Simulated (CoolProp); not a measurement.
Vapour pressure (MPa) of carbon monoxide: the reference equation beside estimates from Tc = 132.9 K, pc = 3.498 MPa, ω = 0.050. Clausius-Clapeyron is anchored at 91.2 K with a constant enthalpy of vaporisation of 5.609 kJ/mol.

Model: reference Helmholtz-energy equation of state, Lemmon 2006, in CoolProp. It is a short technical equation, of lower accuracy than the large ones.

```
T (K)  reference  Clausius-Clapeyron  Redlich-Kwong
-----  ---------  ------------------  -------------
89.2      0.2214              0.2253         0.2129
91.2      0.2660              0.2660         0.2588
93.2      0.3169              0.3118            [?]
95.2      0.3747              0.3630         0.3714
97.2      0.4398              0.4200         0.4392
99.3      0.5167              0.4864         0.5195
101.3     0.5986              0.5562         0.6050
103.3     0.6895              0.6327         0.6999
105.3     0.7899              0.7163         0.8047
107.4     0.9062                 [?]         0.9260
109.4      1.028              0.9107          1.053
111.4      1.161               1.017          1.191
113.4      1.306               1.132          1.340
115.4      1.463               1.255            [?]
```

### Question
Some entries are withheld; supply them.

### Answer

- 93.2, Redlich-Kwong: 0.3114
- 107.4, Clausius-Clapeyron: 0.8119
- 115.4, Redlich-Kwong: 1.502

Absolute difference from the reference over all 14 rows, mean and median: Clausius-Clapeyron 7.4 and 7.7 %, Redlich-Kwong 1.9 and 2.0 %.
